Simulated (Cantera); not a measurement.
## Catalytic combustion on Pt

An isothermal plug-flow reactor at 650 K and 5.00 bar (inlet), inlet velocity 0.95 m/s, active area per volume 130 1/m; feed 0.283 % H2, 2.46 % O2, 97.3 % N2, equivalence ratio 0.057.

Computed with Cantera and Deutschmann's 1995 Pt surface mechanism with GRI-Mech 3.0 gas chemistry. Catalytic surfaces can have several steady states; this one follows from the mechanism file's or the stated starting coverage. Mass transfer to the wall is taken as infinitely fast.

| z (m) | x H2 | x O2 | x H2O | θ free Pt | θ O* | θ OH* |
|---|---|---|---|---|---|---|
| 9.4e-05 | 0.00263 | 0.0245 | 0.000206 | 0.184 | 0.807 | 0.00888 |
| 0.00016 | 0.00250 | 0.0245 | 0.000334 | 0.176 | 0.815 | 0.00894 |
| 0.00026 | 0.00233 | 0.0244 | 0.000506 | 0.164 | 0.827 | 0.00898 |
| 0.00044 | 0.00207 | 0.0242 | 0.000764 | 0.147 | 0.844 | 0.00896 |
| 0.00073 | 0.00175 | 0.0241 | 0.00108 | 0.125 | 0.866 | 0.00882 |
| 0.0012 | 0.00140 | 0.0239 | 0.00143 | 0.101 | 0.891 | 0.00846 |
| 0.002 | 0.00105 | 0.0237 | 0.00179 | 0.0758 | 0.916 | 0.00781 |
| 0.0034 | 0.000722 | 0.0236 | 0.00211 | 0.0527 | 0.940 | 0.00687 |
| 0.0056 | 0.000485 | 0.0235 | 0.00235 | 0.0356 | 0.958 | 0.00587 |
| 0.0094 | 0.000308 | 0.0234 | 0.00253 | 0.0229 | 0.972 | 0.00484 |
x: gas mole fraction; θ: surface coverage.
